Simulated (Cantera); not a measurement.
Input (Python, Cantera) and output of one run.

```python
import numpy as np
import cantera as ct

gas_names = [...]  # 110 gases of nasa_gas.yaml made of C, H, O
cond_names = """
    C(gr) C6H6(L) C7H8(L) C8H18(L),n-octa H2O(s) H2O(L)
""".split()


# ... load() reads the species with a 1 bar reference pressure and builds the phases ...
atoms = {
    'toluene': {'C': 7, 'H': 8},
    'CO2': {'C': 1, 'O': 2},
    'CH4': {'C': 1, 'H': 4},
}
top_T = {'C(gr)': 4500}  # K; cautious upper limits of use, not melting points


# ... equilibrate(T, P, feed) seeds the gas with the atoms and calls Mixture.equilibrate('TP', solver="vcs", rtol=1e-11, max_steps=5000) ...
results = []
feed = {'toluene': 1, 'CO2': 0.73, 'CH4': 0.035}  # mol
P = 101325  # Pa
for T in [575, 675, 775, 875, 975, 1075, 1175, 1275]:
    mix = equilibrate(T, P, feed)
    results.append((T, P, feed, dict(zip(mix.species_names, mix.species_moles))))

top = {s: max(r[3][s] / sum(r[3][g] for g in gas_names) for r in results) for s in gas_names}
cols = sorted((s for s in top if top[s] > 0.001), key=lambda s: -top[s])[:9]
seen = [c for c in cond_names if any(r[3].get(c, 0) > 1e-12 for r in results)]
print("log10 of partial pressures in bar; condensed amounts in mol")
print(f"{'T/K':>10s}" + "".join(f"{s[:9]:>10s}" for s in cols + seen))
for T, P, feed, n in results:
    ng = sum(n[g] for g in gas_names)
    print(f"{T:10.4g}" + "".join(f"{np.log10(max(n[s] / ng * P / 1e5, 1e-99)):10.3f}" for s in cols)
          + "".join(f"{n.get(c, 0):10.4g}" for c in seen))
```

Output:

```
log10 of partial pressures in bar; condensed amounts in mol
       T/K        H2       CH4       H2O        CO       CO2     C(gr)
       575    -1.300    -0.313    -0.365    -3.883    -1.348     6.278
       675    -0.774    -0.384    -0.430    -2.660    -1.237     6.356
       775    -0.434    -0.556    -0.547    -1.768    -1.179     6.548
       875    -0.247    -0.853    -0.764    -1.128    -1.225      6.67
       975    -0.170    -1.241    -1.142    -0.751    -1.520     6.516
      1075    -0.145    -1.635    -1.657    -0.614    -2.094     6.341
      1175    -0.135    -1.988    -2.177    -0.582    -2.730     6.296
      1275    -0.131    -2.296    -2.639    -0.575    -3.304     6.293
```

Cantera equilibrium calculation (NASA polynomials, part measured and part estimated; ideal gas, pure solids and liquids).
